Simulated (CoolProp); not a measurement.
Vapour-liquid equilibrium of carbon dioxide (1) + R227EA (2) at 246.3 K; x and y are mole fractions of (1).

The numbers come from the multi-fluid Helmholtz-energy mixture model, Span 1996 and Lemmon 2016; pair parameters Bell 2016 in CoolProp.

Task: Give the bubble pressure and the first vapour's composition at x = 0.05, 0.875, 0.95. Is there an azeotrope?

Result: x = 0.05: 0.1297 MPa, y = 0.527; x = 0.875: 1.356 MPa, y = 0.990; x = 0.95: 1.492 MPa, y = 0.996. No azeotrope shows between x = 0.05 and 0.95.

The pair parameters rest on a limited set of measurements; away from them the model extrapolates.
